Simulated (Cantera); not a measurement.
**Fluorocarbon and chlorocarbon gases: C2F6 + H2**

A closed system holds: 1 mol C2F6, 1.9 mol H2, equilibrated at 100 Torr.

Method: chemical equilibrium by Gibbs-energy minimisation in Cantera with the NASA 1993 tables (ideal gas, pure condensed phases). Candidate condensed phases: C, C6H6, C7H8, C8H18; 95 gas species. The feed counts by its element totals alone. Gases not in the tables: C2F6 and larger saturated fluorocarbons. Kinetics and transport are ignored.

```json
[
 {"T (K)": "1550", "log p HF": "-0.93", "log p CF4": "-1.77", "log p CF2": "-4.94", "log p F": "-5.79", "log p CF3": "-5.58", "log p CF": "-9.39", "n C(graphite)": "1.45"},
 {"T (K)": "1625", "log p HF": "-0.93", "log p CF4": "-1.77", "log p CF2": "-4.51", "log p F": "-5.30", "log p CF3": "-5.23", "log p CF": "-8.63", "n C(graphite)": "1.45"},
 {"T (K)": "1700", "log p HF": "-0.93", "log p CF4": "-1.77", "log p CF2": "-4.12", "log p F": "-4.85", "log p CF3": "-4.91", "log p CF": "-7.95", "n C(graphite)": "1.45"},
 {"T (K)": "1775", "log p HF": "-0.93", "log p CF4": "-1.78", "log p CF2": "-3.76", "log p F": "-4.44", "log p CF3": "-4.62", "log p CF": "-7.32", "n C(graphite)": "1.45"},
 {"T (K)": "1850", "log p HF": "-0.93", "log p CF4": "-1.78", "log p CF2": "-3.43", "log p F": "-4.06", "log p CF3": "-4.35", "log p CF": "-6.75", "n C(graphite)": "1.44"},
 {"T (K)": "1925", "log p HF": "-0.94", "log p CF4": "-1.79", "log p CF2": "-3.13", "log p F": "-3.72", "log p CF3": "-4.11", "log p CF": "-6.22", "n C(graphite)": "1.44"},
 {"T (K)": "2000", "log p HF": "-0.94", "log p CF4": "-1.80", "log p CF2": "-2.85", "log p F": "-3.40", "log p CF3": "-3.89", "log p CF": "-5.73", "n C(graphite)": "1.43"},
 {"T (K)": "2075", "log p HF": "-0.94", "log p CF4": "-1.82", "log p CF2": "-2.60", "log p F": "-3.10", "log p CF3": "-3.69", "log p CF": "-5.28", "n C(graphite)": "1.41"},
 {"T (K)": "2150", "log p HF": "-0.94", "log p CF4": "-1.86", "log p CF2": "-2.38", "log p F": "-2.83", "log p CF3": "-3.52", "log p CF": "-4.87", "n C(graphite)": "1.39"},
 {"T (K)": "2225", "log p HF": "-0.95", "log p CF4": "-1.92", "log p CF2": "-2.19", "log p F": "-2.59", "log p CF3": "-3.39", "log p CF": "-4.49", "n C(graphite)": "1.36"},
 {"T (K)": "2300", "log p HF": "-0.96", "log p CF4": "-2.02", "log p CF2": "-2.03", "log p F": "-2.37", "log p CF3": "-3.28", "log p CF": "-4.15", "n C(graphite)": "1.32"},
 {"T (K)": "2375", "log p HF": "-0.97", "log p CF4": "-2.16", "log p CF2": "-1.90", "log p F": "-2.18", "log p CF3": "-3.23", "log p CF": "-3.84", "n C(graphite)": "1.28"},
 {"T (K)": "2450", "log p HF": "-0.99", "log p CF4": "-2.36", "log p CF2": "-1.82", "log p F": "-2.01", "log p CF3": "-3.23", "log p CF": "-3.57", "n C(graphite)": "1.25"}
]
```
log p: log10 of the partial pressure in bar; n: condensed amount in mol.

From 1550 K to 2450 K the condensed part is C(graphite). The main C-bearing gas is CF4 at 1550 K and CF2 at 2450 K.
